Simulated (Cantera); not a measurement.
A Cantera script and its output.

```python
import numpy as np
import cantera as ct

gas = ct.Solution("gri30.yaml")
gas.TPX = 1075, 2600000, {'CH4': 1, 'C2H6': 0.084, 'O2': 1.27, 'N2': 4.79, 'H2O': 1.5}
reactor = ct.IdealGasReactor(gas, energy="on", clone=False)
net = ct.ReactorNet([reactor])
net.rtol, net.atol = 1e-08, 1e-16
show = ['CH4', 'C2H6', 'O2', 'HO2', 'C2H4', 'NO2', 'C2H']
times = np.geomspace(3e-06, 7, 11)

steps = ct.SolutionArray(gas, extra=["t"])
rows = []
print(f"{'t/s':>10s}{'T/K':>9s}{'P/Pa':>11s}" + "".join(f"{s:>11s}" for s in show))
for t in times:
    while net.time < t:
        t_next = net.step()
        steps.append(gas.state, t=t_next)
    rows.append([np.interp(t, steps.t, y) for y in (steps.T, steps.P, *steps(*show).X.T)])
    print(f"{t:10.3e}{rows[-1][0]:9.1f}{rows[-1][1]:11.4g}" + "".join(f"{x:11.3e}" for x in rows[-1][2:]))
rate = np.gradient(steps.T, steps.t)
print("integrator steps:", len(steps.t))
if steps.T.max() > steps.T[0] + 200:
    print(f"time of steepest temperature rise: {steps.t[rate.argmax()]:.4e} s")
gas.TPX = 1075, 2600000, {'CH4': 1, 'C2H6': 0.084, 'O2': 1.27, 'N2': 4.79, 'H2O': 1.5}
gas.equilibrate("UV")
print(f"equilibrium (UV): T = {gas.T:.1f} K  " + "  ".join(f"{s} {gas[s].X[0]:.3e}" for s in show))
```

Output:

```
       t/s      T/K       P/Pa        CH4       C2H6         O2        HO2       C2H4        NO2        C2H
 3.000e-06   1075.0    2.6e+06  1.157e-01  9.718e-03  1.469e-01  4.574e-09  2.539e-10  1.019e-29  5.201e-33
 1.300e-05   1075.0    2.6e+06  1.157e-01  9.718e-03  1.469e-01  2.287e-08  4.679e-09  3.911e-27  3.102e-30
 5.633e-05   1075.0    2.6e+06  1.157e-01  9.718e-03  1.469e-01  1.342e-07  7.007e-08  1.500e-24  1.803e-27
 2.441e-04   1075.0    2.6e+06  1.157e-01  9.716e-03  1.469e-01  9.551e-07  1.188e-06  7.414e-22  3.220e-24
 1.058e-03   1076.2  2.603e+06  1.155e-01  9.638e-03  1.467e-01  1.208e-05  8.774e-05  2.621e-17  6.277e-19
 4.583e-03   2372.4  6.448e+06  1.471e-08  5.089e-17  6.932e-07  3.587e-09  5.037e-14  3.426e-10  1.464e-15
 1.986e-02   2372.3  6.448e+06  1.472e-08  5.092e-17  6.930e-07  3.586e-09  5.038e-14  3.902e-10  1.464e-15
 8.604e-02   2372.3  6.448e+06  1.472e-08  5.092e-17  6.930e-07  3.586e-09  5.038e-14  3.902e-10  1.464e-15
 3.728e-01   2372.3  6.448e+06  1.472e-08  5.092e-17  6.930e-07  3.586e-09  5.038e-14  3.902e-10  1.464e-15
 1.615e+00   2372.3  6.448e+06  1.472e-08  5.092e-17  6.930e-07  3.586e-09  5.038e-14  3.902e-10  1.464e-15
 7.000e+00   2372.3  6.448e+06  1.472e-08  5.092e-17  6.930e-07  3.586e-09  5.038e-14  3.902e-10  1.464e-15
integrator steps: 2353
time of steepest temperature rise: 2.4627e-03 s
equilibrium (UV): T = 2372.3 K  CH4 1.606e-08  C2H6 5.884e-17  O2 6.930e-07  HO2 3.586e-09  C2H4 5.478e-14  NO2 3.902e-10  C2H 1.591e-15
```

Cantera simulation using GRI-Mech 3.0 (53 species, 325 reactions); the numbers are that mechanism's predictions, not measurements. The pressure lies above the range GRI-Mech 3.0 was tuned for (to about 10 atm).
